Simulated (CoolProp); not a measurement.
Vapour-liquid equilibrium of hexamethyldisiloxane (MM) (1) + toluene (2) at 0.0115 bar; x and y are mole fractions of (1).

Computed with CoolProp (multi-fluid Helmholtz-energy mixture model, Thol 2016 and Lemmon 2006; pair parameters Bell 2016).

```tsv
x	bubble temperature (°C)	y at the bubble point	dew temperature at overall composition x (°C)	liquid density (mol/L)
0.05	2.9	0.099	3.4	9.181
0.125	1.8	0.224	2.7	8.644
0.2	0.9	0.326	2.0	8.155
0.275	0.1	0.411	1.4	7.709
0.35	-0.5	0.484	0.7	7.301
0.425	-1.1	0.549	0.0	6.927
0.5	-1.5	0.607	-0.7	6.582
0.575	-1.9	0.661	-1.3	6.265
0.65	-2.1	0.713	-1.8	5.971
0.725	-2.4	0.766	-2.2	5.699
0.8	-2.5	0.821	-2.5	5.447
0.875	-2.6	0.881	-2.6	5.212
0.95	-2.6	0.949	-2.6	4.992
```

y crosses x between x = 0.875 and 0.95: the model has an azeotrope there.

Pair parameters are fitted to limited data, so mixtures are less certain than the pure fluids.
